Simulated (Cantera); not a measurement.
A counterflow diffusion flame at 80000 Pa, nozzles 20 mm apart: fuel side CH₄ : C₂H₆ : C₃H₈ : N₂ = 1 : 0.51 : 0.2 : 0.54 (molar parts) at 400 K, oxidiser side O₂ : N₂ = 0.23 : 0.77 (molar parts) at 425 K, fuel mass flux 0.98 times the oxidiser's; mixture-averaged transport, no radiation.

Model: GRI-Mech 3.0 (53 species, 325 reactions), integrated in Cantera. GRI-Mech 3.0 has no aromatics or soot, which form on the fuel side of real flames. The maximum strain rate includes the flame's own expansion and is several times the mean.

x: mole fraction; the columns are a selection and need not sum to one.

```tsv
oxidiser flux (kg/m²/s)	max strain (1/s)	mean strain (1/s)	T max (K)	peak x OH	peak x H	peak x NO	peak x CO	peak x C₂H₂
0.2	186	31.8	2106	0.00882	0.00493	0.000284	0.0635	0.0271
0.28	___	44.6	2087	0.00876	0.00521	0.000263	0.0630	0.0259
0.38	329	60.5	2070	0.00867	0.00545	0.000242	0.0626	0.0247
0.52	436	82.8	2052	0.00856	0.00570	0.000218	0.0623	0.0235
0.72	587	115	2034	0.00841	0.00593	0.000192	0.0622	0.0221
0.98	777	156	2015	0.00819	0.00611	0.000165	0.0622	0.0206
1.4	1070	223	1989	0.00781	0.00622	0.000131	0.0625	0.0187
1.9	1420	302	1961	0.00736	0.00618	0.000101	0.0630	0.0166
2.6	___	414	1926	___	0.00594	___	0.0639	___
```

Q: Complete the blanks.

A: 
- 0.28, max strain (1/s): 250
- 2.6, max strain (1/s): 1880
- 2.6, peak x OH: 0.00670
- 2.6, peak x NO: 6.95e-5
- 2.6, peak x C₂H₂: 0.0140
